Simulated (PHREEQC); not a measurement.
1.7 g of hydrous ferric oxide (600 m²/g; 0.2 weak and 0.005 strong sites per Fe, Dzombak-Morel constants, diffuse double layer) in 1 kg of water with 0.1 mol/kgw of an inert sodium salt and 5.1e-06 mol Na2SO4, at 25 °C; the pH is set by adding NaOH or the inert anion's acid. Oxygen is held at 0.21 atm. The system is closed to CO2. Nothing may precipitate in this run.

Model: ion-association model, wateq4f.dat, run in PHREEQC.

| pH | S sorbed (%) | surface charge σ (C/m²) | surface potential ψ (mV) |
|---|---|---|---|
| 3 | 99.8 | 0.363 | 152 |
| 3.5 | 99.8 | ___ | 150 |
| 4 | 99.7 | ___ | ___ |
| 4.5 | 99.5 | ___ | ___ |
| 5 | 98.9 | 0.215 | 126 |
| 5.5 | ___ | 0.159 | ___ |
| 6 | 89.4 | 0.111 | 93 |
| 6.5 | 65.7 | 0.074 | 74 |
| 7 | 26.8 | 0.045 | 52 |
| 7.5 | 5.8 | 0.022 | 29 |
| 8 | 0.9 | 0.004 | 5 |
| 8.5 | 0.1 | -0.014 | -19 |
| 9 | 0.0 | -0.034 | -42 |
| 9.5 | 0.0 | -0.060 | -65 |
| 10 | 0.0 | -0.094 | -85 |
| 10.5 | 0.0 | -0.137 | -103 |
| 11 | 0.0 | -0.190 | -120 |

Problem. Some entries are withheld; supply them.

Solution. 
- 3.5, surface charge σ (C/m²): 0.350
- 4, surface charge σ (C/m²): 0.320
- 4, surface potential ψ (mV): 146
- 4.5, surface charge σ (C/m²): 0.272
- 4.5, surface potential ψ (mV): 138
- 5.5, S sorbed (%): 96.9
- 5.5, surface potential ψ (mV): 111

Species that the database lacks are ignored. The oxide is taken as insoluble; below pH 4 it would dissolve.
